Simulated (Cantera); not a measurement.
A closed system holds: 1 mol CuO, 4.5 mol F2, 3.8 mol H2, held at 825 °C and 100000 Pa.

Method: chemical equilibrium by Gibbs-energy minimisation in Cantera with the NASA 1993 tables (ideal gas, pure condensed phases). Candidate condensed phases: Cu, CuF2, CuO, Cu(OH)2, Cu2O, H2O; 27 gas species. Mutual solubility and eutectic melting of coexisting phases are not modelled. Equilibrium is a limit: real reactors are often held back by kinetics, nucleation or transport.

Base state: HF 0.953, O2 0.0441, H2O 0.00264, CuF2 0.000179, H2F2 2.62e-5, CuF 1.60e-5 (mole fractions); condensed: CuF2(s) + CuO(s).

Q: What changes in the equilibrium state with this change: temperature from 825 °C to 952 °C?

A: 
| species | before | after |
|---|---|---|
| HF | 0.953 | 0.952 |
| O2 | 0.0441 | 0.0441 |
| H2O | 0.00264 | 0.00209 |
| CuF2 | 0.000179 | 0.00167 |
| CuF | 1.60e-5 | 0.000430 |
| H2F2 | 2.62e-5 | 1.90e-5 |
| CuF2(s), mol | 0.719 | 0 |
| CuO(s), mol | 0.279 | 0.282 |
| CuF2(l), mol | 0 | 0.702 |
